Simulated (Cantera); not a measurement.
A perfectly stirred reactor is fed with CH3OH : O2 : N2 = 0.0096 : 0.0044 : 1 (molar parts), equivalence ratio 3.3, at 1.01 bar; it is held at 1323 K, and followed from long to short residence time.

Computed with Cantera and GRI-Mech 3.0 (53 species, 325 reactions). GRI-Mech 3.0 was tuned for natural gas; its chemistry of methanol as a main component is partial and can be far from experiment.

Q: Predict: x(CH3OH) at τ = 2.50 s; x(O2) at τ = 2.50 s; x(HCN) at τ = 2.50 s; x(H) at τ = 2.50 s; x(CH3OH) at τ = 0.130 s; x(O2) at τ = 0.130 s; x(HCN) at τ = 0.130 s; x(CH2) at τ = 0.130 s; x(H) at τ = 0.130 s.

A: 
```json
{
  "x(CH3OH) at τ = 2.50 s": "1.51e-6",
  "x(O2) at τ = 2.50 s": "2.30e-5",
  "x(HCN) at τ = 2.50 s": "2.03e-7",
  "x(H) at τ = 2.50 s": "2.26e-5",
  "x(CH3OH) at τ = 0.130 s": "1.04e-5",
  "x(O2) at τ = 0.130 s": "0.000147",
  "x(HCN) at τ = 0.130 s": "5.80e-7",
  "x(CH2) at τ = 0.130 s": "1.65e-8",
  "x(H) at τ = 0.130 s": "6.24e-5"
}
```
